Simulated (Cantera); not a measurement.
# Low-pressure radical oxidation in H2/O2

An isothermal, constant-pressure homogeneous reactor starts with 25.4 % H2, 74.6 % O2, at 1400 K and 1330 Pa.

Model: the H2/O2 subset of GRI-Mech 3.0, which has no nitrogen chemistry, integrated in Cantera. Radical loss at walls, strong at low pressure, is not modelled. The temperature is held fixed by assumption; the heat of reaction is taken as removed at once.

| t (s) | x H2 | x O2 | x H2O2 | x H | x H2O | x O |
|---|---|---|---|---|---|---|
| 0.000400 | 0.232 | 0.734 | 3.38e-8 | 0.00920 | 0.0147 | 0.00543 |
| 0.000868 | 0.0155 | 0.595 | 2.50e-7 | 0.0822 | 0.188 | 0.0993 |
| 0.00188 | 0.0148 | 0.600 | 2.54e-7 | 0.0765 | 0.193 | 0.0950 |
| 0.00408 | 0.0137 | 0.612 | 2.67e-7 | 0.0652 | 0.204 | 0.0850 |
| 0.00885 | 0.0113 | 0.634 | 2.87e-7 | 0.0454 | 0.225 | 0.0662 |
| 0.0192 | 0.00701 | 0.666 | 2.89e-7 | 0.0199 | 0.254 | 0.0380 |
| 0.0417 | 0.00253 | 0.694 | 2.19e-7 | 0.00404 | 0.278 | 0.0131 |
| 0.0904 | 0.000577 | 0.705 | 1.15e-7 | 0.000429 | 0.287 | 0.00294 |
| 0.196 | 0.000124 | 0.708 | 5.15e-8 | 4.28e-5 | 0.289 | 0.000633 |
| 0.425 | 3.18e-5 | 0.709 | 2.28e-8 | 5.55e-6 | 0.290 | 0.000162 |
| 0.922 | 9.81e-6 | 0.709 | 1.05e-8 | 9.52e-7 | 0.290 | 5.00e-5 |
| 2.00 | 3.61e-6 | 0.709 | 5.39e-9 | 2.13e-7 | 0.290 | 1.84e-5 |
x: mole fraction; the columns are a selection and need not sum to one.

Equilibrium at this temperature and pressure: H2 1.36e-6, O2 0.709, H2O2 3.16e-9, H 4.94e-8, H2O 0.290, O 6.95e-6 (gas phase only).
